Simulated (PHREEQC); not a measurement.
**Metal-bearing waste water: speciation**

Dissolve 0.0027 mol FeCl3, 0.00013 mol NiCl2, 0.08 mol H2SO4 and 0.00047 mol Na2SO4 per kg of water at 50 °C. Closed to the air; pH follows from the charge balance.

Equilibrium calculation in PHREEQC: ion-association model, wateq4f.dat.

Each row changes one thing in this solution. Precipitation was switched off in this run.

```
case                                            pH  ionic strength (mol/kgw)  HSO4- (mol/kgw)  SO4-2 (mol/kgw)  Ni+2 (mol/kgw)  NiSO4 (mol/kgw)  SI of Morenosite (NiSO4:7H2O)  SI of Halite (NaCl)
--------------------------------------------  ----  ------------------------  ---------------  ---------------  --------------  ---------------  -----------------------------  -------------------
as made                                       1.12                     0.110           0.0667           0.0110         9.90e-5          3.03e-5                          -4.70                -6.99
0.0057 mol/kgw CO2 added                      1.12                     0.110           0.0667           0.0110         9.90e-5          3.03e-5                          -4.70                -6.99
0.0049 mol/kgw Ni(NO3)2 added                 1.12                     0.122           0.0656           0.0111         0.00389          0.00111                          -3.13                -7.00
H2SO4 replaced by MnSO4 at the same molality  3.34                     0.164          0.00123           0.0377         7.20e-5          5.74e-5                          -4.41                -7.06
temperature from 50 to 70 °C                  1.14                     0.102           0.0706          0.00728        0.000106          2.35e-5                          -4.99                -7.03
FeCl3 left out                                1.13                     0.104           0.0690           0.0114         9.78e-5          3.22e-5                          -4.67                -8.49
```

Some of these states are supersaturated (in Hematite (slow to form), Goethite (slow to form), Jarosite-Na, for instance). At this temperature some constants are extrapolated from 25 °C, and those without enthalpy data are left unchanged.
